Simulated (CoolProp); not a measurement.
Vapour-liquid equilibrium of CHF3 (R23) (1) + R227EA (2) at 176.9 K; x and y are mole fractions of (1).

Model: multi-fluid Helmholtz-energy mixture model, Penoncello 2003 and Lemmon 2016; pair parameters Bell 2016, in CoolProp.

| x | bubble pressure (MPa) | y at the bubble point | dew pressure at overall composition x (MPa) | liquid density (mol/L) |
|---|---|---|---|---|
| 0.05 | 0.003078 | 0.865 | 0.0004578 | 10.85 |
| 0.15 | 0.008719 | 0.957 | 0.0005112 | 11.50 |
| 0.25 | 0.01425 | 0.977 | 0.0005786 | 12.21 |
| 0.35 | 0.01919 | 0.985 | 0.0006666 | 13.00 |
| 0.45 | 0.02339 | 0.989 | 0.0007862 | 13.88 |
| 0.55 | 0.02690 | 0.992 | 0.0009579 | 14.87 |
| 0.65 | 0.02996 | 0.994 | 0.001226 | 15.98 |
| 0.75 | 0.03283 | 0.995 | 0.001701 | 17.26 |
| 0.85 | 0.03582 | 0.997 | 0.002780 | 18.72 |
| 0.95 | 0.03923 | 0.999 | 0.007619 | 20.44 |

No azeotrope shows between x = 0.05 and 0.95.

Pair parameters are fitted to limited data, so mixtures are less certain than the pure fluids.
